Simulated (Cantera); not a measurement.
An isothermal, constant-pressure homogeneous reactor starts with N2O : H2O = 1 : 0.012 (molar parts), at 1023 K and 0.0345 atm. Integrator tolerance rtol = 1e-08.

Computed with Cantera and GRI-Mech 3.0 (53 species, 325 reactions). GRI-Mech 3.0 was tuned for natural gas; its chemistry of N2O as a main component is partial and can be far from experiment. Radical loss at walls, strong at low pressure, is not modelled. The mechanism lacks the step 2 NO + O2 → 2 NO2, which can matter for NO2 below about 1400 K. The temperature is held fixed by assumption; the heat of reaction is taken as removed at once.

Q: What does this change do: temperature 1023 to 1575 K?

A: 
| quantity | before | after |
|---|---|---|
| x(N2O) at 1.00 s | 0.987 (gas-phase equilibrium 6.38e-10) | 0.00620 (gas-phase equilibrium 2.06e-8) |
| x(H2O) at 1.00 s | 0.0119 (gas-phase equilibrium 0.00794) | 0.00788 (gas-phase equilibrium 0.00788) |
| x(O) at 1.00 s | 7.35e-8 (gas-phase equilibrium 9.63e-10) | 8.10e-5 (gas-phase equilibrium 3.31e-5) |
| x(H2) at 1.00 s | 8.27e-10 (gas-phase equilibrium 1.27e-11) | 1.14e-6 (gas-phase equilibrium 3.63e-7) |
| x(H) at 1.00 s | 1.35e-11 (gas-phase equilibrium <1e-12) | 6.62e-7 (gas-phase equilibrium 1.35e-7) |
| x(N2) at 1.00 s | 0.000429 (gas-phase equilibrium 0.661) | 0.575 (gas-phase equilibrium 0.660) |
| x(HO2) at 1.00 s | 4.50e-7 (gas-phase equilibrium 2.29e-10) | 4.75e-8 (gas-phase equilibrium 5.50e-8) |
